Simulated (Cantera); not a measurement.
Fluorocarbon and chlorocarbon gases: CH3F + F2 + H2 + HCl

A closed system holds: 1 mol CH3F, a varied amount of F2, 0.64 mol H2, 0.63 mol HCl, at 1248.15 K and 1.00 Torr.

Cantera equilibrium calculation (NASA polynomials, part measured and part estimated; ideal gas, pure solids and liquids). Candidate condensed phases: C, C6H6, C7H8, C8H18; 118 gas species. Gases not in the tables: C2F6 and larger saturated fluorocarbons. Equilibrium is a limit: real reactors are often held back by kinetics, nucleation or transport.

```csv
n(F2) (mol),x HF,x H2,x HCl,x CF4,x Cl,x Cl2,n C(graphite)
0.072,0.342,0.469,0.189,<1e-12,3.02e-6,2.07e-10,1.000
0.12,0.366,0.448,0.186,<1e-12,3.04e-6,2.10e-10,1.000
0.18,0.394,0.423,0.183,<1e-12,3.08e-6,2.15e-10,1.000
0.29,0.444,0.379,0.177,<1e-12,3.15e-6,2.25e-10,1.000
0.47,0.519,0.313,0.168,<1e-12,3.30e-6,2.48e-10,1.000
0.74,0.618,0.224,0.157,<1e-12,3.64e-6,3.00e-10,1.000
1.2,0.761,0.0984,0.141,<1e-12,4.93e-6,5.51e-10,1.000
1.9,0.867,3.16e-9,0.0908,0.0172,0.0177,0.00712,0.911
3,0.793,1.06e-9,0.0655,0.107,0.0221,0.0110,0.383
```
x: gas mole fraction; n: condensed amount in mol.

From 0.072 mol F2 to 3 mol F2 the condensed part is C(graphite). The main C-bearing gas is CH4 at 0.072 mol F2 and CF4 at 3 mol F2.
